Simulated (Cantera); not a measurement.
Input: 1 mol SiO₂, 1.5 mol CO, 0.13 mol H₂, equilibrated at 2.10 bar.

Equilibrium computed with Cantera from the NASA thermochemical tables; the gas is ideal and each condensed phase is pure. Candidate condensed phases: C, C₆H₆, C₇H₈, C₈H₁₈, H₂O, Si, SiC, SiO₂; 123 gas species. The tables hold silica as quartz up to 1696 K and as liquid above; real silica turns to tridymite and cristobalite and melts near 1996 K. Gases not in the tables: Si(OH)₄. Rates play no part.

### Question
Which condensed phases are stable at each of these points (T (K)): 1500, 1600, 1700, 1800, 1900, 2000, 2100, 2200, 2300, 2400, 2500?

### Answer
| T (K) | condensed phases | Si condensed (%) |
|---|---|---|
| 1500 | C(graphite) + SiO₂(β-quartz) | 100.0 |
| 1600 | C(graphite) + SiO₂(β-quartz) | 100.0 |
| 1700 | C(graphite) + SiO₂(condensed) | 100.0 |
| 1800 | SiO₂(condensed) | 99.9 |
| 1900 | SiO₂(condensed) | 99.8 |
| 2000 | SiO₂(l) | 99.5 |
| 2100 | SiO₂(l) | 99.0 |
| 2200 | SiO₂(l) | 98.0 |
| 2300 | SiO₂(l) | 96.5 |
| 2400 | SiO₂(l) | 94.0 |
| 2500 | SiO₂(l) | 90.3 |

From 1500 K to 1600 K the condensed part is C(graphite) + SiO₂(β-quartz). At 1700 K the condensed part is C(graphite) + SiO₂(condensed). From 1800 K to 1900 K the condensed part is SiO₂(condensed). From 2000 K to 2500 K the condensed part is SiO₂(l).
